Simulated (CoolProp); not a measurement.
Vapour-liquid equilibrium of propylene (1) + benzene (2) at 57.95 °C; x and y are mole fractions of (1).

The numbers come from the multi-fluid Helmholtz-energy mixture model, Lemmon 2013 and Thol 2012; pair parameters Bell 2016 in CoolProp.

| x | bubble pressure (MPa) | y at the bubble point | dew pressure at overall composition x (MPa) | liquid density (mol/L) |
|---|---|---|---|---|
| 0.05 | 0.2086 | 0.767 | 0.05114 | 10.80 |
| 0.2 | 0.6366 | 0.925 | 0.06079 | 11.02 |
| 0.35 | 0.9953 | 0.954 | 0.07487 | 11.21 |
| 0.5 | 1.304 | 0.967 | 0.09737 | 11.34 |
| 0.65 | 1.588 | 0.976 | 0.1391 | 11.38 |
| 0.8 | 1.885 | 0.984 | 0.2430 | 11.25 |
| 0.95 | 2.259 | 0.995 | 0.9305 | 10.76 |

No azeotrope shows between x = 0.05 and 0.95.

Pair parameters are fitted to limited data, so mixtures are less certain than the pure fluids. The gap from Raoult's law changes sign with composition, which may be real or a fault of the pair parameters; it wasn't checked against measurements.
